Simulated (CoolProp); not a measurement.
A single-stage vapour-compression cycle with the fluid: evaporating at 289.15 K (dew point), condensing at 348.15 K (bubble point), superheat 10 K, subcooling 8 K, compressor efficiency 0.6, no pressure losses. The same conditions are run with several fluids, on thermodynamics alone (safety and materials aside).

Values from CoolProp's reference Helmholtz-energy equation of state of each fluid (isobutene: Lemmon 2005; cyclopentane: Gedanitz 2015; n-perfluorobutane: Gao 2022; R365MFC: Lemmon 2016; propane: Lemmon 2009; vinyl chloride: Thol 2022).

Task: Rank isobutene, cyclopentane, n-perfluorobutane, R365MFC, propane, vinyl chloride by cooling COP, highest first.

Result: cyclopentane (2.57), vinyl chloride (2.45), R365MFC (2.36), isobutene (2.34), propane (2.04), n-perfluorobutane (1.68)

| fluid | pressure ratio | discharge temperature (K) | refrigerating effect (kJ/kg) | volumetric capacity (kJ/m³) |
|---|---|---|---|---|
| isobutene | 4.78 | 373.7 | 259 | 1440 |
| cyclopentane | 7.50 | 392.0 | 328 | 275 |
| n-perfluorobutane | 5.20 | 348.1 | 40.0 | 815 |
| R365MFC | 7.87 | 359.9 | 137 | 324 |
| propane | 3.79 | 378.2 | 221 | 3390 |
| vinyl chloride | 4.67 | 418.1 | 259 | 2060 |

The compression ends wet for: n-perfluorobutane.
